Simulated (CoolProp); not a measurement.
R1233zd(E) along the isobar 1.84 MPa: Z from the reference equation and from simpler models built on Tc = 438.9 K, pc = 3.583 MPa, ω = 0.304; each cubic takes its own stable root.

The numbers come from the reference Helmholtz-energy equation of state, Akasaka 2022 in CoolProp.

```csv
T (K),phase,reference,van der Waals,Redlich-Kwong,Soave-Redlich-Kwong,Peng-Robinson
356,liquid,0.07283,0.1232,0.08722,0.08243,…
364.6,liquid,0.07291,0.1239,0.08806,0.08305,0.07325
373.1,liquid,0.07321,0.1252,…,0.08405,0.07413
381.7,liquid,0.07380,0.7143,0.09123,…,0.07549
390.2,liquid,0.07475,0.7366,0.09399,0.08783,0.07749
398.7,liquid,0.07627,…,0.7042,0.09120,0.08050
407.3,gas,0.6942,0.7728,0.7303,0.7140,0.6942
415.8,gas,0.7264,0.7877,0.7522,…,…
424.4,gas,0.7531,0.8012,0.7714,0.7656,0.7466
432.9,gas,0.7753,0.8132,0.7880,0.7859,0.7673
441.5,gas,0.7947,0.8242,0.8030,0.8039,0.7858
450,gas,0.8113,0.8341,0.8163,0.8197,0.8019
```

Problem. What belongs in the gaps?

Solution. 
- 356, Peng-Robinson: 0.07272
- 373.1, Redlich-Kwong: 0.08934
- 381.7, Soave-Redlich-Kwong: 0.08559
- 398.7, van der Waals: 0.7558
- 415.8, Soave-Redlich-Kwong: 0.7418
- 415.8, Peng-Robinson: 0.7224

At some of these states van der Waals, Redlich-Kwong gives the other phase, because its saturation line lies elsewhere.
